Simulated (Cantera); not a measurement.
A closed system holds: 1 mol MgO, 0.023 mol HCl, equilibrated at 1075 K.

Method: chemical equilibrium by Gibbs-energy minimisation in Cantera with the NASA 1993 tables (ideal gas, pure condensed phases). Candidate condensed phases: H2O, Mg, MgCl2, MgO, Mg(OH)2; 22 gas species. Mutual solubility and eutectic melting of coexisting phases are not modelled. Rates play no part.

### Question
At 1350 Torr, list the 5 most abundant gas species with their mole fractions, and the condensed phases.

### Answer
HCl 0.902, H2O 0.0971, MgCl2 0.000526, H2 1.15e-5, Cl2 1.02e-5. Condensed: MgCl2(l) + MgO(s).
